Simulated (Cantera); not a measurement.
Charge: 1 mol Si, 4.2 mol F2, 25 mol N2, equilibrated at 1575 K and 0.00760 bar.

Equilibrium computed with Cantera from the NASA thermochemical tables; the gas is ideal and each condensed phase is pure. Candidate condensed phases: Si, Si3N4; 16 gas species. The numbers say what is thermodynamically allowed, not how fast it happens.

Base state: N2 0.822, F 0.145, SiF4 0.0329, F2 1.13e-5 (mole fractions); condensed: gas only.

What changes in the equilibrium state with this change: temperature from 1575 K to 598 K?


```json
[
 {"species": "N2", "before": "0.822", "after": "0.906"},
 {"species": "NF3", "before": "<1e-9", "after": "0.0508"},
 {"species": "SiF4", "before": "0.0329", "after": "0.0373"},
 {"species": "F", "before": "0.145", "after": "0.000116"},
 {"species": "F2", "before": "1.13e-5", "after": "0.00578"}
]
```
